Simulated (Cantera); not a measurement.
An adiabatic, constant-volume homogeneous reactor starts with CH4 : C2H6 : O2 : N2 : H2O = 1 : 0.062 : 3.46 : 13 : 0.88 (molar parts), at 1650 K and 1.01 bar. Integrator tolerance rtol = 1e-08.

Cantera simulation using GRI-Mech 3.0 (53 species, 325 reactions); the numbers are that mechanism's predictions, not measurements.

```json
[
 {"quantity": "time of steepest temperature rise", "before": "96.5 µs", "after": "69.4 µs"},
 {"quantity": "temperature at 3.00 s", "before": "2723 K", "after": "2741 K"},
 {"quantity": "equilibrium temperature", "before": "2723 K", "after": "2741 K"},
 {"quantity": "x(CH4) at 3.00 s", "before": "<1e-12 (gas-phase equilibrium <1e-12)", "after": "<1e-12 (gas-phase equilibrium <1e-12)"},
 {"quantity": "x(C2H6) at 3.00 s", "before": "<1e-12 (gas-phase equilibrium <1e-12)", "after": "<1e-12 (gas-phase equilibrium <1e-12)"},
 {"quantity": "x(O2) at 3.00 s", "before": "0.0607 (gas-phase equilibrium 0.0607)", "after": "0.0607 (gas-phase equilibrium 0.0607)"},
 {"quantity": "x(CH2) at 3.00 s", "before": "<1e-12 (gas-phase equilibrium <1e-12)", "after": "<1e-12 (gas-phase equilibrium <1e-12)"},
 {"quantity": "x(CH2CO) at 3.00 s", "before": "<1e-12 (gas-phase equilibrium <1e-12)", "after": "<1e-12 (gas-phase equilibrium <1e-12)"},
 {"quantity": "x(CH3) at 3.00 s", "before": "<1e-12 (gas-phase equilibrium <1e-12)", "after": "<1e-12 (gas-phase equilibrium <1e-12)"},
 {"quantity": "x(HCO) at 3.00 s", "before": "1.09e-8 (gas-phase equilibrium 1.09e-8)", "after": "1.25e-8 (gas-phase equilibrium 1.25e-8)"}
]
```

Q: What was changed between the two runs?
(A) H2O 0.88 to 2.3 parts
(B) pressure from 1.01 bar to 0.360 bar
(C) constant pressure in place of constant volume
(D) initial temperature 1650 to 1700 K

A: D, initial temperature 1650 to 1700 K
